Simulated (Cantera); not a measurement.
An adiabatic, constant-pressure homogeneous reactor starts with 12.5 % CO, 1.88 % H2, 18.0 % O2, 67.6 % N2, equivalence ratio 0.40, at 1525 K and 1.00 bar.

Cantera simulation using GRI-Mech 3.0 (53 species, 325 reactions); the numbers are that mechanism's predictions, not measurements.

Question: Predict: time of steepest temperature rise; temperature at 2.00 s; equilibrium temperature; x(CO) at 2.00 s; x(H2) at 2.00 s; x(O2) at 2.00 s; x(NO2) at 2.00 s; x(O) at 2.00 s.

Answer: 
```
Property                                                              Result
---------------------------------  -----------------------------------------
time of steepest temperature rise                                    35.8 µs
temperature at 2.00 s                                                 2450 K
equilibrium temperature                                               2450 K
x(CO) at 2.00 s                        0.0105 (gas-phase equilibrium 0.0105)
x(H2) at 2.00 s                    0.000245 (gas-phase equilibrium 0.000245)
x(O2) at 2.00 s                          0.111 (gas-phase equilibrium 0.111)
x(NO2) at 2.00 s                     9.92e-6 (gas-phase equilibrium 9.92e-6)
x(O) at 2.00 s                       0.00378 (gas-phase equilibrium 0.00378)
```
